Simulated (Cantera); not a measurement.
An adiabatic, constant-pressure homogeneous reactor starts with 12.5 % CO, 8.77 % H2, 0.664 % CH4, 16.4 % O2, 61.6 % N2, equivalence ratio 0.73, at 1373 K and 0.365 atm.

Model: GRI-Mech 3.0 (53 species, 325 reactions), integrated in Cantera.

x: mole fraction; the columns are a selection and need not sum to one.

```tsv
t (s)	T (K)	x CO	x H2	x CH4	x OH	x CH2O	x H2O
5.00e-6	1373	0.125	0.0877	0.00664	1.37e-8	1.47e-11	2.72e-8
9.68e-6	1373	0.125	0.0877	0.00664	4.59e-8	1.17e-10	1.60e-7
1.87e-5	1373	0.125	0.0877	0.00664	2.71e-7	1.41e-9	1.36e-6
3.62e-5	1373	0.125	0.0876	0.00663	6.18e-6	7.69e-8	3.56e-5
7.01e-5	1409	0.125	(withheld)	(withheld)	(withheld)	(withheld)	(withheld)
0.000136	1721	0.0776	0.0120	<1e-12	0.0119	1.03e-10	0.0625
0.000263	1951	0.0619	0.0126	<1e-12	0.0160	4.86e-11	0.0664
0.000508	2159	0.0592	0.0109	<1e-12	0.0183	4.13e-11	0.0753
0.000984	2351	0.0529	0.00870	<1e-12	0.0189	3.66e-11	0.0831
0.00190	2507	0.0448	0.00664	<1e-12	0.0181	3.23e-11	0.0894
0.00368	2578	0.0401	0.00565	<1e-12	0.0172	3.22e-11	0.0924
0.00713	2583	0.0394	0.00553	<1e-12	0.0169	3.22e-11	0.0929
0.0138	2580	0.0393	0.00553	<1e-12	0.0166	3.21e-11	0.0931
0.0267	2577	0.0392	0.00552	<1e-12	0.0164	3.21e-11	0.0933
0.0517	2577	0.0392	0.00552	<1e-12	0.0163	3.20e-11	0.0933
0.100	2577	0.0392	0.00552	<1e-12	0.0163	3.20e-11	0.0933
```

Task: What belongs in the gaps?

Result: 
- 7.01e-5, x H2: 0.0746
- 7.01e-5, x CH4: 0.00435
- 7.01e-5, x OH: 0.00193
- 7.01e-5, x CH2O: 0.000254
- 7.01e-5, x H2O: 0.0122
